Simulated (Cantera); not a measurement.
An adiabatic, constant-pressure homogeneous reactor starts with C3H8 : O2 : N2 = 1 : 3.57 : 13.4 (molar parts), at 1700 K and 68000 Pa.

Computed with Cantera and GRI-Mech 3.0 (53 species, 325 reactions). GRI-Mech 3.0 was tuned for natural gas; its chemistry of propane as a main component is partial and can be far from experiment.

One state of this run: T (K) = 2821; x C3H8 = <1e-12; x O2 = 0.00519; x NO = 0.00535; x HCO = 1.57e-7; x O = 0.00517; x H2 = 0.0483. x: mole fraction; the columns are a selection and need not sum to one.

Q: Which value of t (s) does it belong to?
A. 5.92e-6
B. 0.900
C. 0.000153
D. 1.75e-5

A: B, 0.900
